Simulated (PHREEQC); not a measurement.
Make-up at 25 °C and 100 atm: 2 mmol/kgw NaH2PO4 and 2.5 mmol/kgw NaOH. Closed to the air; pH follows from the charge balance.

The numbers come from PHREEQC with the ion-association model, phreeqc.dat.

Each row changes one thing in this solution. Precipitation was switched off in this run.

```
case                                              pH  ionic strength (mol/kgw)  HPO4-2 (mol/kgw)  NaHPO4- (mol/kgw)  H2PO4- (mol/kgw)
---------------------------------------------  -----  ------------------------  ----------------  -----------------  ----------------
as made                                        10.57                   0.00659           0.00193            1.08e-5           5.91e-7
0.00029 mol/kgw KCl added                      10.57                   0.00688           0.00193            1.07e-5           5.89e-7
NaH2PO4 from 0.002 to 0.0002 mol/kgw           11.29                   0.00295          0.000176            6.56e-7           1.10e-8
NaOH from 0.0025 to 0.00125 mol/kgw             7.29                   0.00449           0.00124            5.31e-6          0.000750
NaOH left out                                   4.96                   0.00203           1.44e-5            4.13e-8           0.00198
NaOH from 0.0025 to 0.00225 mol/kgw            10.27                   0.00628           0.00196            1.04e-5           1.20e-6
NaOH replaced by Na2SiO3 at the same molality  10.72                   0.00915           0.00190            1.57e-5           3.92e-7
NaOH from 0.0025 to 0.005 mol/kgw              11.34                   0.00960           0.00167            1.37e-5           8.22e-8
0.0016 mol/kgw Na2CO3 added                    10.76                    0.0109           0.00189            1.64e-5           3.52e-7
```

Some of these states are supersaturated (in Quartz (slow to form), for instance). Under pressure, the constants of complexes without a molar volume in the database are unreliable.
